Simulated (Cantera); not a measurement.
# Carbon deposition, reforming and gasification: C₆H₆ + H₂O + N₂

Feed: 1 mol C₆H₆, 3.5 mol H₂O, 7.6 mol N₂, held at 0.380 bar.

Cantera equilibrium calculation (NASA polynomials, part measured and part estimated; ideal gas, pure solids and liquids). Candidate condensed phases: C, C₆H₆, C₇H₈, C₈H₁₈, H₂O; 169 gas species. Ions and electrons are included (thermal ionisation). Rates play no part.

```json
[
 {"T (K)": "3000", "log p H": "-1.33", "log p N₂": "-0.86", "log p H₂": "-1.05", "log p CO": "-1.15", "log p C": "-4.30", "log p HCN": "-1.65", "log p CN": "-2.91", "log p N": "-5.28", "log p C₂H₂ (acetylene)": "-2.26", "log p HNC": "-2.38", "n C(graphite)": "0.436"},
 {"T (K)": "3250", "log p H": "-1.09", "log p N₂": "-0.89", "log p H₂": "-1.19", "log p CO": "-1.18", "log p C": "-3.46", "log p HCN": "-1.68", "log p CN": "-2.47", "log p N": "-4.65", "log p C₂H₂ (acetylene)": "-2.34", "log p HNC": "-2.33", "n C(graphite)": "0"},
 {"T (K)": "3500", "log p H": "-0.92", "log p N₂": "-0.91", "log p H₂": "-1.38", "log p CO": "-1.21", "log p C": "-2.86", "log p HCN": "-1.86", "log p CN": "-2.21", "log p N": "-4.11", "log p C₂H₂ (acetylene)": "-2.70", "log p HNC": "-2.43", "n C(graphite)": "0"},
 {"T (K)": "3750", "log p H": "-0.81", "log p N₂": "-0.94", "log p H₂": "-1.63", "log p CO": "-1.24", "log p C": "-2.40", "log p HCN": "-2.11", "log p CN": "-2.04", "log p N": "-3.64", "log p C₂H₂ (acetylene)": "-3.23", "log p HNC": "-2.63", "n C(graphite)": "0"},
 {"T (K)": "4000", "log p H": "-0.76", "log p N₂": "-0.96", "log p H₂": "-1.93", "log p CO": "-1.26", "log p C": "-2.05", "log p HCN": "-2.44", "log p CN": "-1.95", "log p N": "-3.23", "log p C₂H₂ (acetylene)": "-3.90", "log p HNC": "-2.91", "n C(graphite)": "0"},
 {"T (K)": "4250", "log p H": "-0.74", "log p N₂": "-0.97", "log p H₂": "-2.24", "log p CO": "-1.28", "log p C": "-1.82", "log p HCN": "-2.81", "log p CN": "-1.93", "log p N": "-2.86", "log p C₂H₂ (acetylene)": "-4.66", "log p HNC": "-3.24", "n C(graphite)": "0"},
 {"T (K)": "4500", "log p H": "-0.74", "log p N₂": "-0.98", "log p H₂": "-2.55", "log p CO": "-1.29", "log p C": "-1.68", "log p HCN": "-3.22", "log p CN": "-1.99", "log p N": "-2.54", "log p C₂H₂ (acetylene)": "-5.50", "log p HNC": "-3.61", "n C(graphite)": "0"},
 {"T (K)": "4750", "log p H": "-0.73", "log p N₂": "-0.99", "log p H₂": "-2.83", "log p CO": "-1.30", "log p C": "-1.60", "log p HCN": "-3.64", "log p CN": "-2.08", "log p N": "-2.24", "log p C₂H₂ (acetylene)": "-6.36", "log p HNC": "-3.99", "n C(graphite)": "0"},
 {"T (K)": "5000", "log p H": "-0.74", "log p N₂": "-1.00", "log p H₂": "-3.09", "log p CO": "-1.30", "log p C": "-1.55", "log p HCN": "-4.05", "log p CN": "-2.19", "log p N": "-1.98", "log p C₂H₂ (acetylene)": "-7.18", "log p HNC": "-4.37", "n C(graphite)": "0"}
]
```
log p: log10 of the partial pressure in bar; n: condensed amount in mol.

At 3000 K the condensed part is C(graphite). From 3250 K to 5000 K nothing is condensed. The main C-bearing gas is CO throughout.
